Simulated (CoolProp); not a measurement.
n-perfluoropentane along the isobar 3800 kPa: fugacity coefficient from the reference equation and from simpler models built on Tc = 421.0 K, pc = 2063 kPa, ω = 0.436; each cubic takes its own stable root.

Computed with CoolProp (reference Helmholtz-energy equation of state, Gao 2022).

```tsv
T (K)	phase	reference	van der Waals	Redlich-Kwong	Soave-Redlich-Kwong	Peng-Robinson
206.5	liquid	0.0001304	?	?	0.0001351	?
227.4	liquid	0.0007248	0.03936	0.004746	0.0007412	0.0007710
248.3	liquid	0.002836	0.06309	0.01262	0.002886	0.002910
269.2	liquid	0.008526	0.09364	0.02759	0.008672	0.008556
290.1	liquid	0.02092	?	0.05197	0.02134	0.02074
311	liquid	0.04374	0.1741	0.08737	0.04486	0.04315
331.8	liquid	0.08030	0.2224	0.1340	0.08285	0.07916
352.7	liquid	0.1333	0.2753	0.1916	0.1384	0.1317
373.6	liquid	0.2033	0.3313	0.2584	0.2119	?
394.5	liquid	0.2885	0.3892	0.3317	0.3013	0.2860
415.4	liquid	0.3848	0.4477	0.4082	0.4012	?
```

**Question.** Fill in the missing entries.

**Answer.** 
- 206.5, van der Waals: 0.02222
- 206.5, Redlich-Kwong: 0.001364
- 206.5, Peng-Robinson: 0.0001468
- 290.1, van der Waals: 0.1308
- 373.6, Peng-Robinson: 0.2013
- 415.4, Peng-Robinson: 0.3810
